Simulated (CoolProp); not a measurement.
A simple Rankine cycle with dimethyl ether: condensing at 308.15 K, boiler at 4.13 MPa, turbine inlet 387.8 K, turbine efficiency 0.85, pump efficiency 0.7, no recuperator. Each further row changes one setting.

The numbers come from the reference Helmholtz-energy equation of state, Wu 2011 in CoolProp.

```json
[
 {"case": "as stated", "thermal efficiency (%)": "12.7", "net work (kJ/kg)": "52.6", "heat in (kJ/kg)": "415", "turbine exit temperature (K)": "308.1", "volume ratio over the turbine": "6.29"},
 {"case": "turbine inlet 407.8 K", "thermal efficiency (%)": "13.5", "net work (kJ/kg)": "65.0", "heat in (kJ/kg)": "481", "turbine exit temperature (K)": "325.9", "volume ratio over the turbine": "5.58"},
 {"case": "condensing temperature 300.15 K", "thermal efficiency (%)": "14.0", "net work (kJ/kg)": "60.6", "heat in (kJ/kg)": "435", "turbine exit temperature (K)": "300.1", "volume ratio over the turbine": "7.81"},
 {"case": "boiler pressure 2.89 MPa", "thermal efficiency (%)": "11.3", "net work (kJ/kg)": "53.3", "heat in (kJ/kg)": "472", "turbine exit temperature (K)": "327.0", "volume ratio over the turbine": "3.76"},
 {"case": "turbine efficiency 0.75", "thermal efficiency (%)": "11.0", "net work (kJ/kg)": "45.6", "heat in (kJ/kg)": "415", "turbine exit temperature (K)": "308.1", "volume ratio over the turbine": "6.41"}
]
```

The expansion ends wet for: as stated; condensing temperature 300.15 K; turbine efficiency 0.75.
